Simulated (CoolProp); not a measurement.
n-pentane along the isotherm 238.55 °C: density (kg/m³) from the reference equation and from simpler models built on Tc = 196.5 °C, pc = 3368 kPa, ω = 0.251; each cubic takes its own stable root.

Model: reference Helmholtz-energy equation of state, Thol 2019, in CoolProp.

```csv
p (kPa),phase,reference
16,gas,0.2717
30.3,gas,0.5150
57.4,gas,0.9777
109,gas,1.864
206,gas,3.549
391,gas,6.837
741,gas,13.34
1410,gas,26.99
2660,gas,58.71
5050,supercritical,183.7
```

### Question
How far does each simpler model (ideal gas, van der Waals, Soave-Redlich-Kwong) lie from the reference over these 10 states: mean and median of the absolute difference, and the worst?

### Answer
- ideal gas: mean 10.0 %, median 2.3 %, worst -53.4 % at 238.55 °C and 5050 kPa
- van der Waals: mean 1.0 %, median 0.1 %, worst +9.3 % at 238.55 °C and 5050 kPa
- Soave-Redlich-Kwong: mean 1.0 %, median 0.0 %, worst -8.8 % at 238.55 °C and 5050 kPa
